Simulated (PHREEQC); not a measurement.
Silver or lead bath

Consider water at 30 °C with 43 mmol/kgw AgF, 150 mmol/kgw HF and 0.1 mmol/kgw Na2SO4. It is in equilibrium with CO2 at log p = -1 (atm). Otherwise closed; pH follows from the charge balance.

Computed with PHREEQC (ion-association model, wateq4f.dat).

This is a speciation only: nothing precipitates in the calculation.

Task: Estimate the pH, ionic strength.

Result: pH 2.65; ionic strength 0.0440 mol/kgw.

Task: In which forms is F present?

Result: HF 49 %, H2F2 21 %, F- 16 %, HF2- 13 %, AgF 1.0 % of the F.

Species that the database lacks are ignored. wateq4f.dat counts part of the HF as a dimer, H2F2, which phreeqc.dat doesn't know; its constant is uncertain.
